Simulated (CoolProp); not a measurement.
Saturation properties of R143a (Tc = 345.9 K, pc = 3.762 MPa, ω = 0.261).

Computed with CoolProp (reference Helmholtz-energy equation of state, Lemmon and Jacobsen 2000).

```csv
T (K),p (MPa),liquid cp (kJ/(kg K)),vapour Z,liquid viscosity (µPa s),vapour viscosity (µPa s)
232.6,0.1377,1.343,0.9399,205,8.72
236.3,0.1618,1.354,0.9333,198,8.86
240.1,0.1898,1.366,0.9260,191,8.99
243.8,0.2205,1.377,0.9185,185,9.12
247.6,0.2560,1.390,0.9102,178,9.25
251.4,0.2956,1.403,0.9013,173,9.39
255.1,0.3385,1.417,0.8922,167,9.52
258.9,0.3874,1.431,0.8823,161,9.66
262.6,0.4400,1.446,0.8721,156,9.80
266.4,0.4994,1.463,0.8610,151,9.95
270.2,0.5647,1.481,0.8493,146,10.1
273.9,0.6343,1.499,0.8373,141,10.3
277.7,0.7122,1.519,0.8243,136,10.4
```

It boils at 225.9 K under 1 atm.

Viscosity comes from a separate model (Klein 1997), an estimate that may be off by 10 % or more.
